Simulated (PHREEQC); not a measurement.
Solution (20 °C): 1.1 mmol/kgw KOH, 15 mmol/kgw KBr and 0.2 mmol/kgw SrBr2. It is in equilibrium with CO2 at log p = 0 (atm). Otherwise closed; pH follows from the charge balance.

Equilibrium calculation in PHREEQC: ion-association model, wateq4f.dat.

Each row changes one thing in this solution. This is a speciation only: nothing precipitates in the calculation.

```csv
case,pH,ionic strength (mol/kgw),HCO3- (mol/kgw),CO3-2 (mol/kgw)
as made,4.78,0.0167,0.00112,4.13e-9
KOH from 0.0011 to 0.0022 mol/kgw,5.08,0.0178,0.00221,[?]
diluted 10-fold with water,4.07,0.00176,[?],1.13e-10
SrBr2 replaced by CaBr2 at the same molality,4.78,0.0167,0.00112,4.13e-9
KBr left out,4.82,0.00171,0.00111,3.51e-9
```

Complete the blanks.


- KOH from 0.0011 to 0.0022 mol/kgw, CO3-2 (mol/kgw): 1.62e-8
- diluted 10-fold with water, HCO3- (mol/kgw): 0.000199

Species that the database lacks are ignored.
